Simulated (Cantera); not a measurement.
Cantera run:

```python
import numpy as np
import cantera as ct

gas_names = """
    Cr CrN CrO CrO2 CrO3 N NO NO2 NO3 N2 N2O O O2 O3
""".split()
cond_names = """
    Cr(cr) Cr(L) CrN(s) Cr2N(s) Cr2O3(s) Cr2O3(L)
""".split()


# ... load() reads the species with a 1 bar reference pressure and builds the phases ...
atoms = {
    'Cr': {'Cr': 1},
    'O2': {'O': 2},
    'N2': {'N': 2},
}
top_T = {'CrN(s)': 1900, 'Cr2N(s)': 1900}  # K; cautious upper limits of use, not melting points


# ... equilibrate(T, P, feed) seeds the gas with the atoms and calls Mixture.equilibrate('TP', solver="vcs", rtol=1e-11, max_steps=5000) ...
results = []
feed = {'Cr': 1, 'O2': 0.27, 'N2': 25}  # mol
T = 1348  # K
P = 17000  # Pa
mix = equilibrate(T, P, feed)
results.append((T, P, feed, dict(zip(mix.species_names, mix.species_moles))))
x = sorted(zip(gas.X, gas.species_names), reverse=True)
print(f"T = {T:g} K  P = {P:g} Pa  gas = {mix.phase_moles(0):.4g} mol")
print("   x: " + "  ".join(f"{s} {v:.3e}" for v, s in x if v > 1e-06))
print("   condensed (mol): " + ("  ".join(f"{mix.phase(i).name} {mix.phase_moles(i):.4g}"
      for i in range(1, mix.n_phases) if mix.phase_moles(i) > 1e-12) or "none"))
```

Result:

```
T = 1348 K  P = 17000 Pa  gas = 24.84 mol
   x: N2 1.000e+00
   condensed (mol): Cr2N(s) 0.32  Cr2O3(s) 0.18
```

Equilibrium computed with Cantera from the NASA thermochemical tables; the gas is ideal and each condensed phase is pure. Mutual solubility and eutectic melting of coexisting phases are not modelled.
